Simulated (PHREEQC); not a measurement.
**Reverse-osmosis permeate: speciation**

Model water analysis in mg/kgw, 25 °C, pH 5.84, pe 8.5: Na 6.56; K 3.62; Ca 11.3; Mg 0.32; Cl 13.5; S(6) as SO4 13.3; Alkalinity as HCO3 21.1; O(0) (dissolved oxygen) 0.0506; B 0.00408; Si as SiO2 0.0337; Ni 0.0261.

Valence states are taken as typed.

Computed with PHREEQC (ion-association model, wateq4f.dat).

Precipitation was switched off in this run.

Task: Predict the charge-balance error.

Result: charge-balance error -1.8 %.

Task: In which forms is Mg present?

Result: Mg+2 97 %, MgSO4 2.2 % of the Mg.

Species that the database lacks are ignored.
